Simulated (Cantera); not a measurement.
## Premixed flame

A freely propagating, adiabatic, planar premixed flame of 19.7 % H₂, 16.4 % O₂, 61.6 % N₂, 2.36 % H₂O, unburnt at 500 K and 1.01 bar; mixture-averaged transport, grid criteria slope 0.08 and curve 0.16, no radiation.

Model: the H2/O2 subset of GRI-Mech 3.0, which has no nitrogen chemistry, integrated in Cantera. Burning velocities carry a grid error of a few per cent, more on coarse grids. Lean hydrogen flames are cellular in practice and burn faster than this planar one.

| z (mm) | T (K) | u (m/s) | x H₂ | x O₂ | x H₂O | x OH | x H₂O₂ | x O |
|---|---|---|---|---|---|---|---|---|
| -1.15 | 500 | 2.43 | 0.197 | 0.164 | 0.0236 | <1e-8 | <1e-8 | <1e-8 |
| -0.766 | 500 | 2.43 | 0.196 | 0.164 | 0.0236 | <1e-8 | <1e-8 | <1e-8 |
| -0.574 | 500 | 2.43 | 0.196 | 0.164 | 0.0236 | <1e-8 | <1e-8 | <1e-8 |
| -0.383 | 501 | 2.43 | 0.193 | 0.165 | 0.0238 | <1e-8 | 2.44e-7 | 4.64e-8 |
| -0.191 | 557 | 2.63 | 0.169 | 0.167 | 0.0287 | 4.59e-5 | 2.51e-5 | 8.00e-6 |
| -0.0957 | 801 | 3.68 | 0.129 | 0.160 | 0.0573 | 0.000632 | 3.92e-5 | 0.000251 |
| 0 | 1151 | 5.19 | 0.0732 | 0.132 | 0.119 | 0.00213 | 1.24e-5 | 0.00267 |
| 0.0957 | 1408 | 6.31 | 0.0313 | 0.0987 | 0.177 | 0.00565 | 5.33e-6 | 0.00664 |
| 0.191 | 1552 | 6.94 | 0.0157 | 0.0830 | 0.203 | 0.00819 | 2.97e-6 | 0.00800 |
| 0.383 | 1696 | 7.54 | 0.00908 | 0.0762 | 0.217 | 0.00953 | 1.43e-6 | 0.00662 |
| 0.766 | 1809 | 8.00 | 0.00552 | 0.0742 | 0.226 | 0.00878 | 7.37e-7 | 0.00396 |
| 1.53 | 1882 | 8.28 | 0.00266 | 0.0737 | 0.233 | 0.00669 | 4.12e-7 | 0.00186 |
| 3.06 | 1920 | 8.43 | 0.00101 | 0.0739 | 0.237 | 0.00435 | 2.28e-7 | 0.000704 |
x: mole fraction of selected species; z is measured from the peak of heat release.

| Item | Result |
|---|---|
| laminar burning velocity | 243 cm/s |
| thermal thickness | 0.383 mm |
| peak x(OH) | 0.00955 |
| peak x(H₂O₂) | 4.29e-5 |
| peak x(O) | 0.00802 |
| grid points | 111 |
